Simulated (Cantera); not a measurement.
An isothermal, constant-pressure homogeneous reactor starts with NH₃ : H₂ = 1 : 1.8 (molar parts), at 1675 K and 0.0180 bar. Integrator tolerance rtol = 1e-08.

Detailed kinetics in Cantera: the gas-phase N/H chemistry of the illustrative SiF4/NH3 mechanism in the Surface Chemkin manual (1991). Walls and surfaces, which speed up NH3 decomposition in real reactors, are not modelled.

| quantity | before | after |
|---|---|---|
| x(NH₃) at 20.0 s | 0.243 (gas-phase equilibrium 2.02e-7) | 0.171 (gas-phase equilibrium 6.05e-7) |
| x(H₂) at 20.0 s | 0.715 (gas-phase equilibrium 0.868) | 0.760 (gas-phase equilibrium 0.868) |
| x(NH₂) at 20.0 s | 0.000110 (gas-phase equilibrium 4.71e-10) | 7.42e-5 (gas-phase equilibrium 8.16e-10) |
| x(N₂) at 20.0 s | 0.0420 (gas-phase equilibrium 0.132) | 0.0684 (gas-phase equilibrium 0.132) |
| x(N₂H₄) at 20.0 s | 2.41e-9 (gas-phase equilibrium <1e-12) | 3.29e-9 (gas-phase equilibrium <1e-12) |

Problem. Name the change that produced these shifts.
A. temperature 1675 to 1475 K
B. pressure from 0.0180 bar to 0.290 bar
C. pressure from 0.0180 bar to 0.0540 bar
D. pressure from 0.0180 bar to 1.00 bar

Solution. C, pressure from 0.0180 bar to 0.0540 bar
